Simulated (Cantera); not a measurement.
Cantera run:

```python
import numpy as np
import cantera as ct

gas_names = """
    Ca CaO Ca2 O O2 O3
""".split()
cond_names = """
    Ca(a) Ca(b) Ca(L) CaO(s) CaO(L)
""".split()


# ... load() reads the species with a 1 bar reference pressure and builds the phases ...
atoms = {
    'CaO': {'Ca': 1, 'O': 1},
    'O2': {'O': 2},
}
top_T = {}  # K; cautious upper limits of use, not melting points


# ... equilibrate(T, P, feed) seeds the gas with the atoms and calls Mixture.equilibrate('TP', solver="vcs", rtol=1e-11, max_steps=5000) ...
results = []
feed = {'CaO': 1, 'O2': 0.25}  # mol
T = 1325  # K
P = 250000  # Pa
mix = equilibrate(T, P, feed)
results.append((T, P, feed, dict(zip(mix.species_names, mix.species_moles))))
x = sorted(zip(gas.X, gas.species_names), reverse=True)
print(f"T = {T:g} K  P = {P:g} Pa  gas = {mix.phase_moles(0):.4g} mol")
print("   x: " + "  ".join(f"{s} {v:.3e}" for v, s in x if v > 1e-05))
print("   condensed (mol): " + ("  ".join(f"{mix.phase(i).name} {mix.phase_moles(i):.4g}"
      for i in range(1, mix.n_phases) if mix.phase_moles(i) > 1e-12) or "none"))
```

It prints:

```
T = 1325 K  P = 250000 Pa  gas = 0.25 mol
   x: O2 1.000e+00
   condensed (mol): CaO(s) 1
```

Cantera equilibrium calculation (NASA polynomials, part measured and part estimated; ideal gas, pure solids and liquids).
